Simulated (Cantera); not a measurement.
Input: 1 mol V, 3.3 mol NH3, equilibrated at 0.570 Torr.

Equilibrium computed with Cantera from the NASA thermochemical tables; the gas is ideal and each condensed phase is pure. Candidate condensed phases: V, VN; 11 gas species. VN: taken at fixed stoichiometry. Condensed phases not in the tables: V2N. The numbers say what is thermodynamically allowed, not how fast it happens.

At 1598 K, list the 3 most abundant gas species with their mole fractions, and the condensed phases.

H2 0.810, N2 0.188, H 0.00174. Condensed: VN(s).
